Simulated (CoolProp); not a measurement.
m-xylene along the isobar 4.84 MPa: Z from the reference equation and from simpler models built on Tc = 616.9 K, pc = 3.535 MPa, ω = 0.326; each cubic takes its own stable root.

The numbers come from the reference Helmholtz-energy equation of state, Zhou 2012 in CoolProp.

```
T (K)          phase  reference  Redlich-Kwong  Peng-Robinson
-----  -------------  ---------  -------------  -------------
463.3         liquid     0.1874         0.2252         0.1903
477.6         liquid     0.1858         0.2240         0.1891
491.8         liquid     0.1846         0.2234         0.1885
506           liquid     0.1840         0.2236         0.1885
520.3         liquid     0.1838         0.2245         0.1894
534.5         liquid     0.1844         0.2263         0.1912
548.8         liquid     0.1857         0.2291         0.1941
563           liquid     0.1880         0.2333         0.1985
577.3         liquid     0.1917         0.2393         0.2050
591.5         liquid     0.1974         0.2477         0.2145
605.8         liquid     0.2066         0.2598         0.2291
620    supercritical     0.2223         0.2782         0.2533
```
